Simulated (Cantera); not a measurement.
What does this Cantera script print?

```python
import numpy as np
import cantera as ct

gas = ct.Solution("gri30.yaml")
gas.TPX = 2075, 13332, {'NO': 1, 'N2': 1.3}
reactor = ct.IdealGasConstPressureReactor(gas, energy="off", clone=False)
net = ct.ReactorNet([reactor])
net.rtol, net.atol = 1e-08, 1e-18
show = ['NO', 'O', 'NO2', 'N2', 'N2O', 'O2']
times = np.geomspace(1e-05, 7, 15)

steps = ct.SolutionArray(gas, extra=["t"])
rows = []
print(f"{'t/s':>10s}{'T/K':>9s}{'P/Pa':>11s}" + "".join(f"{s:>11s}" for s in show))
for t in times:
    while net.time < t:
        t_next = net.step()
        steps.append(gas.state, t=t_next)
    rows.append([np.interp(t, steps.t, y) for y in (steps.T, steps.P, *steps(*show).X.T)])
    print(f"{t:10.3e}{rows[-1][0]:9.1f}{rows[-1][1]:11.4g}" + "".join(f"{x:11.3e}" for x in rows[-1][2:]))
rate = np.gradient(steps.T, steps.t)
print("integrator steps:", len(steps.t))
if steps.T.max() > steps.T[0] + 200:
    print(f"time of steepest temperature rise: {steps.t[rate.argmax()]:.4e} s")
gas.TPX = 2075, 13332, {'NO': 1, 'N2': 1.3}
gas.equilibrate("TP")
print(f"equilibrium (TP): T = {gas.T:.1f} K  " + "  ".join(f"{s} {gas[s].X[0]:.3e}" for s in show))
```

It prints:

```
       t/s      T/K       P/Pa         NO          O        NO2         N2        N2O         O2
 1.000e-05   2075.0  1.333e+04  4.348e-01  4.948e-07  1.419e-09  5.652e-01  4.936e-07  3.083e-10
 2.615e-05   2075.0  1.333e+04  4.348e-01  1.294e-06  9.505e-09  5.652e-01  1.285e-06  2.105e-09
 6.839e-05   2075.0  1.333e+04  4.348e-01  3.383e-06  6.192e-08  5.652e-01  3.324e-06  1.441e-08
 1.789e-04   2075.0  1.333e+04  4.348e-01  8.880e-06  3.760e-07  5.652e-01  8.443e-06  9.948e-08
 4.678e-04   2075.0  1.333e+04  4.347e-01  2.378e-05  1.960e-06  5.652e-01  2.049e-05  7.067e-07
 1.223e-03   2075.0  1.333e+04  4.346e-01  6.703e-05  8.057e-06  5.652e-01  4.435e-05  5.595e-06
 3.199e-03   2075.0  1.333e+04  4.344e-01  1.832e-04  2.423e-05  5.653e-01  7.429e-05  5.188e-05
 8.367e-03   2075.0  1.333e+04  4.335e-01  3.202e-04  4.094e-05  5.657e-01  8.470e-05  3.885e-04
 2.188e-02   2075.0  1.333e+04  4.311e-01  3.548e-04  4.557e-05  5.669e-01  8.307e-05  1.572e-03
 5.722e-02   2075.0  1.333e+04  4.246e-01  3.993e-04  5.235e-05  5.701e-01  7.962e-05  4.782e-03
 1.496e-01   2075.0  1.333e+04  4.068e-01  4.999e-04  6.641e-05  5.790e-01  7.118e-05  1.359e-02
 3.914e-01   2075.0  1.333e+04  3.580e-01  7.025e-04  8.745e-05  6.033e-01  5.238e-05  3.784e-02
 1.023e+00   2075.0  1.333e+04  2.410e-01  1.033e-03  9.102e-05  6.617e-01  2.199e-05  9.620e-02
 2.677e+00   2075.0  1.333e+04  8.073e-02  1.357e-03  4.116e-05  7.417e-01  2.427e-06  1.762e-01
 7.000e+00   2075.0  1.333e+04  1.591e-02  1.467e-03  8.831e-06  7.741e-01  2.449e-07  2.085e-01
integrator steps: 830
equilibrium (TP): T = 2075.0 K  NO 9.356e-03  O 1.478e-03  NO2 5.235e-06  N2 7.774e-01  N2O 1.898e-07  O2 2.118e-01
```

Detailed kinetics in Cantera: GRI-Mech 3.0 (53 species, 325 reactions).
